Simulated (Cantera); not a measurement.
Input: 1 mol CaO, 5.1 mol HCl, 28 mol H2, at 1725 K and 64.0 Pa.

These are equilibrium values from Cantera (NASA tables, ideal gas, pure condensed phases), not measurements of a reactor. Candidate condensed phases: Ca, CaCl2, CaO, Ca(OH)2, H2O; 21 gas species. Rates play no part.

Base state: H2 0.840, HCl 0.0929, H2O 0.0301, CaCl2 0.0300, H 0.00673, Cl 0.000576, CaCl 0.000133, OH 1.33e-5 (mole fractions); condensed: gas only.

Q: What changes in the equilibrium state with this change: temperature from 1725 K to 1350 K?

A: 
```
species        before    after
-----------  --------  -------
H2              0.840    0.846
HCl            0.0929   0.0957
H2O            0.0301   0.0292
H             0.00673  8.66e-5
CaCl2          0.0300   0.0292
OH            1.33e-5  4.85e-8
CaCl         0.000133  7.49e-7
Cl           0.000576  8.17e-6
CaO(s), mol         0   0.0339
```
Condensed phases not in the tables: oxide chlorides.

Q: What changes in the equilibrium state with this change: pressure from 64.0 Pa to 7.10 mbar?

A: 
```
species    before    after
-------  --------  -------
H2          0.840    0.844
HCl        0.0929   0.0934
H2O        0.0301   0.0302
H         0.00673  0.00202
CaCl2      0.0300   0.0301
OH        1.33e-5  3.99e-6
CaCl     0.000133  4.00e-5
```

Q: What changes in the equilibrium state with this change: H2 from 28 to 2.4 mol?

A: 
| species | before | after |
|---|---|---|
| HCl | 0.0929 | 0.408 |
| H2 | 0.840 | 0.319 |
| CaCl2 | 0.0300 | 0.133 |
| H2O | 0.0301 | 0.133 |
| OH | 1.33e-5 | 9.51e-5 |
| Cl | 0.000576 | 0.00410 |
| H | 0.00673 | 0.00414 |
